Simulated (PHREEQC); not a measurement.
Make-up at 25 °C: 0.0019 mol HF, 0.0013 mol H2SiF6 and 0.15 mol HNO3 per kg of water. Closed to the air; pH follows from the charge balance.

The numbers come from PHREEQC with the ion-association model, phreeqc.dat.

```csv
quantity,before,after
pH,0.91,0.91
ionic strength (mol/kgw),0.152,0.154
SiF6-2 (mol/kgw),0.000677,0.00125
H4SiO4 (mol/kgw),0.000623,0.000704
F- (mol/kgw),4.33e-5,4.68e-5
SI of Chalcedony (SiO2),+0.37,+0.42
```

Task: Which change was made?
(A) HNO3 left out
(B) 0.19 mol/kgw H2SO4 added
(C) diluted 2-fold with water
(D) 0.0016 mol/kgw KBr added
(E) H2SiF6 from 0.0013 to 0.00195 mol/kgw

Result: E, H2SiF6 from 0.0013 to 0.00195 mol/kgw

Precipitation was switched off in this run. Some of these states are supersaturated (in Quartz (slow to form), Chalcedony (slow to form), for instance). SiF6-2 is the database's only silicon fluoride.
